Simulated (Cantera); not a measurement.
Feed: 1 mol H2O, 0.63 mol N2, at 1000 K and 33.0 Torr.

Equilibrium computed with Cantera from the NASA thermochemical tables; the gas is ideal and each condensed phase is pure. Candidate condensed phases: H2O; 24 gas species. Equilibrium is a limit: real reactors are often held back by kinetics, nucleation or transport.

Base state: H2O 0.613, N2 0.387 (mole fractions); condensed: gas only.

Q: What changes in the equilibrium state with this change: temperature from 1000 K to 1623 K?

A: 
```
species   before     after
-------  -------  --------
H2O        0.613     0.612
N2         0.387     0.386
H2       5.19e-7   0.00115
O2       2.43e-7  0.000480
OH       2.04e-8  0.000249
H          <1e-9   1.12e-5
NO       2.35e-8   7.14e-5
```

Q: What changes in the equilibrium state with this change: temperature from 1000 K to 1823.15 K?

A: 
| species | before | after |
|---|---|---|
| H2O | 0.613 | 0.607 |
| N2 | 0.387 | 0.385 |
| H2 | 5.19e-7 | 0.00453 |
| O2 | 2.43e-7 | 0.00181 |
| H | <1e-9 | 0.000139 |
| OH | 2.04e-8 | 0.00130 |
